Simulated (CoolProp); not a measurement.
Model: reference Helmholtz-energy equation of state, Lemmon 2022, in CoolProp.

Question: For R1234yf, give the phase and the density (kg/m³), Joule-Thomson coefficient (K/MPa), isothermal compressibility (1/MPa), expansivity (1/kK) at 191.8 K and 0.101 MPa; 242 K and 0.101 MPa.

Answer: 
- 191.8 K and 0.101 MPa: liquid; density 1400, Joule-Thomson coefficient -0.417, isothermal compressibility 0.00122, expansivity 1.80
- 242 K and 0.101 MPa: liquid; density 1270, Joule-Thomson coefficient -0.303, isothermal compressibility 0.00240, expansivity 2.20
